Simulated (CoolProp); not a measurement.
The numbers come from the reference Helmholtz-energy equation of state, Thol 2016 in CoolProp.

Task: Give the vapour pressure (kPa), liquid density (kg/m³), vapour density (kg/m³), liquid cp (kJ/(kg K)) of saturated hexamethyldisiloxane (MM) at 168.05 °C.

Result: 
| T (°C) | p (kPa) | liquid density (kg/m³) | vapour density (kg/m³) | liquid cp (kJ/(kg K)) |
|---|---|---|---|---|
| 168.05 | 510 | 582 | 28.2 | 2.36 |
